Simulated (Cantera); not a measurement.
A closed system holds: 1 mol FeS₂, 1.5 mol SO₃, 32 mol N₂, equilibrated at 552 °C and 0.100 bar.

These are equilibrium values from Cantera (NASA tables, ideal gas, pure condensed phases), not measurements of a reactor. Candidate condensed phases: Fe, FeO, FeS, FeSO₄, FeS₂, Fe₂O₃, Fe₂(SO₄)₃, Fe₃O₄, S; 19 gas species. FeS: taken at fixed stoichiometry. Gases not in the tables: S₃ to S₇. Kinetics and transport are ignored.

Base state: N₂ 0.931, SO₂ 0.0654, S₂ 0.00354, S₂O 0.000134 (mole fractions); condensed: FeS(s).

Task: What changes in the equilibrium state with this change: 1.7 mol NH₃ added?

Result: 
```json
[
 {"species": "N₂", "before": "0.931", "after": "0.897"},
 {"species": "H₂O", "before": "0", "after": "0.0665"},
 {"species": "SO₂", "before": "0.0654", "after": "0.0281"},
 {"species": "H₂S", "before": "0", "after": "0.00301"},
 {"species": "H₂", "before": "0", "after": "0.000103"},
 {"species": "FeS(s), mol", "before": "1.00", "after": "0"},
 {"species": "FeS₂(s), mol", "before": "0", "after": "1.00"}
]
```
Further candidate phases: Fe(OH)₂, Fe(OH)₃, H₂O, H₂SO₄.
